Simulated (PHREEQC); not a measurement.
30 mol of Polyhalite (K2MgCa2(SO4)4:2H2O) is brought to equilibrium with 1 kg of water holding 1.9 mol/kgw CaCl2, with rising amounts of BaBr2, at 25 °C. CO2 from the air is kept out. Only these solids could form: Polyhalite, Arcanite, Barite, Bischofite, Brucite, Carnallite, Epsomite, Gypsum, Anhydrite, Hexahydrite, Kainite, Kieserite, Leonite, Misenite, Portlandite, Schoenite, Sylvite, Syngenite, MgCl2_4H2O.

Model: Pitzer model, pitzer.dat, run in PHREEQC.

Task: Predict Ba+2 (mol/kgw) at BaBr2 added (mol) = 0, 0.2.

Result: 
```json
[
 {"BaBr2 added (mol)": "0", "Ba+2 (mol/kgw)": "0"},
 {"BaBr2 added (mol)": "0.2", "Ba+2 (mol/kgw)": "2.51e-7"}
]
```

Complexes and solids missing from the database can't appear.
